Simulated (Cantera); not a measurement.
NH3 + H2 + N2 (abatement and gas-phase synthesis)

Feed: 1 mol NH3, 0.49 mol H2, 16 mol N2, held at 2927 °C and 0.100 bar.

Cantera equilibrium calculation (NASA polynomials, part measured and part estimated; ideal gas, pure solids and liquids). Rates play no part.

```
Item           Result
----------  ---------
x(N2)           0.827
x(H)            0.146
x(H2)          0.0269
x(N)         0.000134
x(NH)         2.48e-6
gas amount  19.94 mol
```
